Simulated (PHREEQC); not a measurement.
Silver or lead bath: an equilibrium model

A solution holds 8.1e-05 mol/kgw Ag2SO4 and 0.034 mol/kgw HNO3, at 90 °C. Closed to the air; pH follows from the charge balance.

Computed with PHREEQC (ion-association model, wateq4f.dat).

No solid was allowed to form.

Question: Predict the pH.

Answer: pH 1.54.

Question: In which forms is S present?

Answer: HSO4- 90 %, SO4-2 10 % of the S.

Constants without temperature data keep their 25 °C values here.
